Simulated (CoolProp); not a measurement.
Properties of methane along the isobar 6.79 MPa.

Model: reference Helmholtz-energy equation of state, Setzmann 1991, in CoolProp.

| T (K) | phase | cv (kJ/(kg K)) | speed of sound (m/s) | isothermal compressibility (1/MPa) | viscosity (µPa s) |
|---|---|---|---|---|---|
| 113 | liquid | 2.069 | 1386 | 0.002016 | 122 |
| 126.1 | liquid | 2.013 | 1265 | 0.002664 | 94.4 |
| 139.2 | liquid | 1.964 | 1138 | 0.003660 | 75.3 |
| 152.3 | liquid | 1.922 | 1005 | 0.005328 | 61.0 |
| 165.4 | liquid | 1.893 | 862.2 | 0.008509 | 49.4 |
| 178.5 | liquid | 1.883 | 703.9 | 0.01613 | 39.1 |
| 191.6 | supercritical | 1.920 | 516.3 | 0.04650 | 28.9 |
| 204.7 | supercritical | 2.090 | 319.0 | 0.3607 | 16.8 |
| 217.7 | supercritical | 1.896 | 327.3 | 0.2758 | 12.5 |
| 230.8 | supercritical | 1.810 | 351.7 | 0.2199 | 11.8 |

Viscosity comes from a separate model (Quiñones-Cisneros 2006).
